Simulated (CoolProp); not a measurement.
A simple Rankine cycle with R1233zd(E): condensing at 300.15 K, boiler at 1.74 MPa, turbine inlet 449 K, turbine efficiency 0.9, pump efficiency 0.6, no recuperator. Each further row changes one setting.

Model: reference Helmholtz-energy equation of state, Akasaka 2022, in CoolProp.

```
case                             thermal efficiency (%)  net work (kJ/kg)  heat in (kJ/kg)  turbine exit temperature (K)  volume ratio over the turbine
-------------------------------  ----------------------  ----------------  ---------------  ----------------------------  -----------------------------
as stated                                          17.0              51.7              305                         373.9                           12.3
condensing temperature 292.15 K                    18.3              57.6              314                         366.7                           16.2
boiler pressure 1.22 MPa                           15.0              46.8              312                         386.8                           8.36
turbine efficiency 0.8                             15.0              45.7              305                         380.5                           12.5
```
